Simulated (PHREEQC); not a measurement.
# Reverse-osmosis permeate: an equilibrium model

A made-up water analysis in mg/L, 70 °C, pH 5.62, pe 10.2:

```json
[
 {"constituent": "Na", "mg/L": "10.2"},
 {"constituent": "K", "mg/L": "1.26"},
 {"constituent": "Ca", "mg/L": "7.59"},
 {"constituent": "Mg", "mg/L": "1.84"},
 {"constituent": "Cl", "mg/L": "12.3"},
 {"constituent": "S(6) as SO4", "mg/L": "23.1"},
 {"constituent": "Alkalinity as HCO3", "mg/L": "9.24"},
 {"constituent": "Cd", "mg/L": "2.74"},
 {"constituent": "Cu(2)", "mg/L": "0.51"},
 {"constituent": "F", "mg/L": "0.0175"},
 {"constituent": "Li", "mg/L": "0.00233"},
 {"constituent": "O(0) (dissolved oxygen)", "mg/L": "0.283"}
]
```

Valence states are taken as typed.

The numbers come from PHREEQC with the ion-association model, wateq4f.dat.

No solid was allowed to form.

Task: Predict the charge-balance error.

Result: charge-balance error 4.6 %.

Task: In which forms is S present?

Result: SO4-2 93 %, CaSO4 3.3 %, MgSO4 2.8 %, CdSO4 0.5 % of the S.

Constants without temperature data keep their 25 °C values here.
